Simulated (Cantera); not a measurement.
What does this Cantera script print?

```python
import numpy as np
import cantera as ct

gas_names = """
    CL CL2 H HCL H2 Si SiCL SiCL2 SiCL3 SiCL4 SiH SiHCL3 SiH2 SiH2CL2 SiH3 SiH3CL SiH4 Si2 Si3
""".split()
cond_names = """
    Si(cr) Si(L)
""".split()


# ... load() reads the species with a 1 bar reference pressure and builds the phases ...
atoms = {
    'Si': {'Si': 1},
    'HCl': {'H': 1, 'CL': 1},
}
top_T = {}  # K; cautious upper limits of use, not melting points


# ... equilibrate(T, P, feed) seeds the gas with the atoms and calls Mixture.equilibrate('TP', solver="vcs", rtol=1e-11, max_steps=5000) ...
results = []
feed = {'Si': 1, 'HCl': 8.4}  # mol
P = 14  # Pa
for T in [575, 650, 725, 800, 875, 950, 1025, 1100, 1175, 1250, 1325, 1400]:
    mix = equilibrate(T, P, feed)
    results.append((T, P, feed, dict(zip(mix.species_names, mix.species_moles))))

top = {s: max(r[3][s] / sum(r[3][g] for g in gas_names) for r in results) for s in gas_names}
cols = sorted((s for s in top if top[s] > 0.001), key=lambda s: -top[s])[:8]
seen = [c for c in cond_names if any(r[3].get(c, 0) > 1e-12 for r in results)]
print("log10 of partial pressures in bar; condensed amounts in mol")
print(f"{'T/K':>10s}" + "".join(f"{s[:9]:>10s}" for s in cols + seen))
for T, P, feed, n in results:
    ng = sum(n[g] for g in gas_names)
    print(f"{T:10.4g}" + "".join(f"{np.log10(max(n[s] / ng * P / 1e5, 1e-99)):10.3f}" for s in cols)
          + "".join(f"{n.get(c, 0):10.4g}" for c in seen))
```

Result:

```
log10 of partial pressures in bar; condensed amounts in mol
       T/K       HCL        H2     SiCL4     SiCL2     SiCL3
       575    -4.080    -4.422    -4.723   -19.112   -13.587
       650    -4.080    -4.422    -4.723   -15.915   -11.724
       725    -4.080    -4.422    -4.723   -13.390   -10.251
       800    -4.080    -4.422    -4.723   -11.347    -9.058
       875    -4.080    -4.422    -4.724    -9.662    -8.074
       950    -4.079    -4.423    -4.726    -8.251    -7.250
      1025    -4.078    -4.426    -4.734    -7.063    -6.558
      1100    -4.070    -4.442    -4.773    -6.100    -6.008
      1175    -4.046    -4.498    -4.907    -5.439    -5.668
      1250    -4.014    -4.592    -5.183    -5.084    -5.561
      1325    -3.992    -4.679    -5.583    -4.918    -5.618
      1400    -3.981    -4.730    -6.058    -4.846    -5.766
```

Cantera equilibrium calculation (NASA polynomials, part measured and part estimated; ideal gas, pure solids and liquids). The tables' values for SiCl3 are old estimates; treat these amounts as uncertain.
